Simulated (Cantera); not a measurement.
A closed system holds: 1 mol trisilylamine, 36 mol N₂, at 0.133 bar.

Equilibrium computed with Cantera from the NASA thermochemical tables; the gas is ideal and each condensed phase is pure. Candidate condensed phases: Si, Si₃N₄; 18 gas species. The feed counts by its element totals alone. The tables' values for SiN are old estimates; treat these amounts as uncertain. Gases not in the tables: Si₂H₆ and higher silanes. Equilibrium is a limit: real reactors are often held back by kinetics, nucleation or transport.

log p: log10 of the partial pressure in bar; n: condensed amount in mol.

```
T (°C)  log p N₂  log p H₂  log p H  log p Si  n Si₃N₄(s)  n Si(l)
------  --------  --------  -------  --------  ----------  -------
500        -0.93     -1.81     <-12      <-12        1.00        0
600        -0.93     -1.81        …      <-12        1.00        0
700        -0.93     -1.81        …      <-12        1.00        0
800        -0.93     -1.81        …      <-12        1.00        0
900        -0.93     -1.81        …      <-12        1.00        0
1000       -0.93     -1.81        …      <-12        1.00        0
1100       -0.93     -1.81        …    -12.47        1.00        0
1200       -0.93     -1.81        …    -10.68        1.00        0
1300       -0.93     -1.81        …     -9.13        1.00        0
1400       -0.93     -1.81        …     -7.76       1.000        0
1500       -0.93     -1.81        …     -6.55       1.000        0
1600       -0.93     -1.81        …     -5.47       1.000        0
1700       -0.93     -1.82        …     -4.51       0.995        0
1800       -0.93     -1.84        …     -4.00           0     2.96
```

**Question.** What belongs in the gaps?

**Answer.** 
- 600, log p H: -11.24
- 700, log p H: -9.87
- 800, log p H: -8.76
- 900, log p H: -7.83
- 1000, log p H: -7.05
- 1100, log p H: -6.38
- 1200, log p H: -5.80
- 1300, log p H: -5.30
- 1400, log p H: -4.85
- 1500, log p H: -4.45
- 1600, log p H: -4.10
- 1700, log p H: -3.78
- 1800, log p H: -3.50
